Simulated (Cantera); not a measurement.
A perfectly stirred reactor is fed with 76.9 % NH₃, 23.1 % N₂, at 465 Torr; it is held at 2400 K, and followed from long to short residence time.

Detailed kinetics in Cantera: the gas-phase N/H chemistry of the illustrative SiF4/NH3 mechanism in the Surface Chemkin manual (1991). Walls and surfaces, which speed up NH3 decomposition in real reactors, are not modelled.

Q: Predict: x(NH₃) at τ = 4.40 s; x(H₂) at τ = 4.40 s; x(N) at τ = 4.40 s; x(NH₂) at τ = 4.40 s; x(NH₃) at τ = 0.130 s; x(H₂) at τ = 0.130 s; x(N) at τ = 0.130 s; x(NH₂) at τ = 0.130 s.

A: 
| Property | Value |
|---|---|
| x(NH₃) at τ = 4.40 s | 0.000188 |
| x(H₂) at τ = 4.40 s | 0.639 |
| x(N) at τ = 4.40 s | 6.82e-6 |
| x(NH₂) at τ = 4.40 s | 1.52e-5 |
| x(NH₃) at τ = 0.130 s | 0.00329 |
| x(H₂) at τ = 0.130 s | 0.642 |
| x(N) at τ = 0.130 s | 1.91e-5 |
| x(NH₂) at τ = 0.130 s | 0.000145 |
